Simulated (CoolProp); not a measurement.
The fluid at 293.15 K and 0.092 MPa is throttled through a valve to 0.0181 MPa with no heat exchange. The same conditions are run with several fluids, on thermodynamics alone (safety and materials aside).

Computed with CoolProp (reference Helmholtz-energy equation of state of each fluid (isobutane: Bücker 2006; ammonia: Gao 2020; CH3F (R41): Lemmon 2006; isobutene: Lemmon 2005; trans-2-butene: Lemmon 2005)).

**Question.** Rank isobutane, ammonia, CH3F (R41), isobutene, trans-2-butene by temperature change (K), highest first.

**Answer.** CH3F (R41) (-1.4), isobutane (-1.7), isobutene (-2.1), ammonia (-2.3), trans-2-butene (-2.4)

| fluid | final density (kg/m³) |
|---|---|
| isobutane | 0.436 |
| ammonia | 0.128 |
| CH3F (R41) | 0.254 |
| isobutene | 0.422 |
| trans-2-butene | 0.423 |
